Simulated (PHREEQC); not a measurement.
Dissolve 0.016 mol/kgw KH2PO4 and 7.2e-05 mol/kgw HNO3 at 92 °C. Closed to the air; pH follows from the charge balance.

Model: ion-association model, wateq4f.dat, run in PHREEQC.

```csv
quantity,before,after
pH,4.54,4.69
ionic strength (mol/kgw),0.0161,0.0162
H3PO4 (mol/kgw),0.000112,7.90e-5
HPO4-2 (mol/kgw),7.09e-5,0.000100
KHPO4- (mol/kgw),1.25e-6,1.77e-6
```

Question: Which change was made?
(A) 0.0003 mol/kgw Na2SiF6 added
(B) HNO3 from 7.2e-05 to 0.000144 mol/kgw
(C) HNO3 replaced by KNO3 at the same molality
(D) diluted 100-fold with water

Answer: C, HNO3 replaced by KNO3 at the same molality

No solid was allowed to form. H3PO4, which wateq4f.dat lacks, is added to it with the constant of phreeqc.dat. Away from 25 °C the constants follow the database's enthalpies or fits; those with neither stay at their 25 °C values.
